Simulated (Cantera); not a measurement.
Ignition delay

Mixture: 15.7 % CH4, 2.99 % H2, 16.5 % O2, 62.0 % N2, 2.68 % H2O, at 23.7 atm, adiabatic and at constant pressure. Ignition delay is the time to a rise of 400 K.

Cantera simulation using GRI-Mech 3.0 (53 species, 325 reactions); the numbers are that mechanism's predictions, not measurements. The pressure lies above the range GRI-Mech 3.0 was tuned for (to about 10 atm). Below about 1000 K GRI-Mech 3.0 lacks low-temperature oxidation paths.

```csv
T0 (K),delay (ms)
950,20.9
1000,6.91
1050,2.69
1100,1.23
1150,0.655
1200,0.397
```

- apparent activation energy between 1100 and 1200 K: 120 kJ/mol
